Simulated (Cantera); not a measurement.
# Silicon oxide and oxynitride deposition: SiH₄ + H₂O

Feed: 1 mol SiH₄, a varied amount of H₂O, held at 1277 °C and 0.133 bar.

Equilibrium computed with Cantera from the NASA thermochemical tables; the gas is ideal and each condensed phase is pure. Candidate condensed phases: H₂O, Si, SiO₂; 18 gas species. Mutual solubility and eutectic melting of coexisting phases are not modelled. The tables hold silica as quartz up to 1696 K and as liquid above; real silica turns to tridymite and cristobalite and melts near 1996 K. Gases not in the tables: Si(OH)₄. Rates play no part.

From 1.4 mol H₂O to 1.7 mol H₂O the condensed part is Si(s) + SiO₂(β-quartz). From 2.1 mol H₂O to 13 mol H₂O the condensed part is SiO₂(β-quartz).

```
n(H₂O) (mol)   x H₂    x H₂O    x SiO      x H      x OH   x SiH₂     x Si  n Si(s)  n SiO₂(β-quartz)
------------  -----  -------  -------  -------  --------  -------  -------  -------  ----------------
1.4           0.991  5.50e-6  0.00937  8.58e-5  1.60e-11  2.77e-6  2.49e-7    0.284             0.684
1.7           0.991  5.50e-6  0.00937  8.58e-5  1.60e-11  2.77e-6  2.49e-7    0.132             0.832
2.1           0.976   0.0244  2.08e-6  8.52e-5   7.16e-8   <1e-12   <1e-12        0             1.000
2.5           0.889    0.111  4.16e-7  8.13e-5   3.42e-7   <1e-12   <1e-12        0             1.000
3.1           0.784    0.216  1.89e-7  7.64e-5   7.06e-7   <1e-12   <1e-12        0             1.000
3.8           0.690    0.310  1.16e-7  7.16e-5   1.08e-6   <1e-12   <1e-12        0             1.000
4.6           0.606    0.394  8.00e-8  6.71e-5   1.47e-6   <1e-12   <1e-12        0             1.000
5.6           0.526    0.474  5.78e-8  6.26e-5   1.89e-6   <1e-12   <1e-12        0              1.00
6.9           0.449    0.551  4.25e-8  5.78e-5   2.38e-6   <1e-12   <1e-12        0              1.00
8.4           0.385    0.615  3.25e-8  5.35e-5   2.88e-6   <1e-12   <1e-12        0              1.00
10            0.333    0.667  2.60e-8  4.98e-5   3.35e-6   <1e-12   <1e-12        0              1.00
13            0.267    0.733  1.89e-8  4.45e-5   4.12e-6   <1e-12   <1e-12        0              1.00
```
x: gas mole fraction; n: condensed amount in mol.
